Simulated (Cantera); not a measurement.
An isothermal, constant-pressure homogeneous reactor starts with 73.0 % NO, 27.0 % N2, at 2150 K and 25.5 Torr.

Cantera simulation using GRI-Mech 3.0 (53 species, 325 reactions); the numbers are that mechanism's predictions, not measurements. Radical loss at walls, strong at low pressure, is not modelled.

x: mole fraction; the columns are a selection and need not sum to one.

```tsv
t (s)	x NO	x O2	x NO2	x N2O	x N2	x O
8.00e-5	0.730	1.38e-8	1.01e-8	4.60e-6	0.270	?
0.000463	0.730	4.71e-7	2.87e-7	2.55e-5	0.270	?
0.00267	0.730	1.82e-5	4.86e-6	0.000118	0.270	?
0.0155	0.727	0.000826	2.70e-5	0.000223	0.271	?
0.0894	0.701	0.0131	4.89e-5	0.000177	0.284	?
0.517	0.522	0.101	8.90e-5	7.86e-5	0.373	?
2.99	0.0634	0.329	1.99e-5	9.69e-7	0.601	0.00613
17.3	0.0131	0.354	4.28e-6	1.20e-7	0.626	0.00634
100	0.0131	0.354	4.27e-6	1.20e-7	0.626	0.00634
```

Task: Complete the blanks.

Result: 
- 8.00e-5, x O: 4.67e-6
- 0.000463, x O: 2.78e-5
- 0.00267, x O: 0.000185
- 0.0155, x O: 0.00111
- 0.0894, x O: 0.00200
- 0.517, x O: 0.00369
